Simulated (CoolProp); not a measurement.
Saturation properties of R1336mzz(E) (Tc = 130.4 °C, pc = 2779 kPa, ω = 0.413).

The numbers come from the reference Helmholtz-energy equation of state, Akasaka 2023 in CoolProp.

```json
[
 {"T (°C)": "32.95", "p (kPa)": "253.6", "liquid density (kg/m³)": "1301", "enthalpy of vaporisation (kJ/kg)": "140.0", "liquid cp (kJ/(kg K))": "1.255", "vapour Z": "0.9053"},
 {"T (°C)": "38.95", "p (kPa)": "307.8", "liquid density (kg/m³)": "1281", "enthalpy of vaporisation (kJ/kg)": "136.5", "liquid cp (kJ/(kg K))": "1.266", "vapour Z": "0.8913"},
 {"T (°C)": "44.85", "p (kPa)": "369.3", "liquid density (kg/m³)": "1261", "enthalpy of vaporisation (kJ/kg)": "132.9", "liquid cp (kJ/(kg K))": "1.277", "vapour Z": "0.8762"},
 {"T (°C)": "50.85", "p (kPa)": "441.1", "liquid density (kg/m³)": "1240", "enthalpy of vaporisation (kJ/kg)": "129.1", "liquid cp (kJ/(kg K))": "1.290", "vapour Z": "0.8595"},
 {"T (°C)": "56.75", "p (kPa)": "521.5", "liquid density (kg/m³)": "1218", "enthalpy of vaporisation (kJ/kg)": "125.2", "liquid cp (kJ/(kg K))": "1.304", "vapour Z": "0.8417"},
 {"T (°C)": "62.75", "p (kPa)": "614.1", "liquid density (kg/m³)": "1195", "enthalpy of vaporisation (kJ/kg)": "121.0", "liquid cp (kJ/(kg K))": "1.321", "vapour Z": "0.8221"},
 {"T (°C)": "68.75", "p (kPa)": "718.7", "liquid density (kg/m³)": "1170", "enthalpy of vaporisation (kJ/kg)": "116.6", "liquid cp (kJ/(kg K))": "1.341", "vapour Z": "0.8008"},
 {"T (°C)": "74.65", "p (kPa)": "834.2", "liquid density (kg/m³)": "1144", "enthalpy of vaporisation (kJ/kg)": "112.0", "liquid cp (kJ/(kg K))": "1.364", "vapour Z": "0.7781"},
 {"T (°C)": "80.65", "p (kPa)": "965.4", "liquid density (kg/m³)": "1116", "enthalpy of vaporisation (kJ/kg)": "107.0", "liquid cp (kJ/(kg K))": "1.392", "vapour Z": "0.7532"},
 {"T (°C)": "86.65", "p (kPa)": "1112", "liquid density (kg/m³)": "1086", "enthalpy of vaporisation (kJ/kg)": "101.6", "liquid cp (kJ/(kg K))": "1.427", "vapour Z": "0.7261"},
 {"T (°C)": "92.55", "p (kPa)": "1271", "liquid density (kg/m³)": "1054", "enthalpy of vaporisation (kJ/kg)": "95.88", "liquid cp (kJ/(kg K))": "1.471", "vapour Z": "0.6970"},
 {"T (°C)": "98.55", "p (kPa)": "1451", "liquid density (kg/m³)": "1018", "enthalpy of vaporisation (kJ/kg)": "89.49", "liquid cp (kJ/(kg K))": "1.529", "vapour Z": "0.6647"},
 {"T (°C)": "104.45", "p (kPa)": "1646", "liquid density (kg/m³)": "978.2", "enthalpy of vaporisation (kJ/kg)": "82.52", "liquid cp (kJ/(kg K))": "1.611", "vapour Z": "0.6294"},
 {"T (°C)": "110.45", "p (kPa)": "1865", "liquid density (kg/m³)": "932.5", "enthalpy of vaporisation (kJ/kg)": "74.45", "liquid cp (kJ/(kg K))": "1.740", "vapour Z": "0.5889"}
]
```

It boils at 7.9 °C under 1 atm.
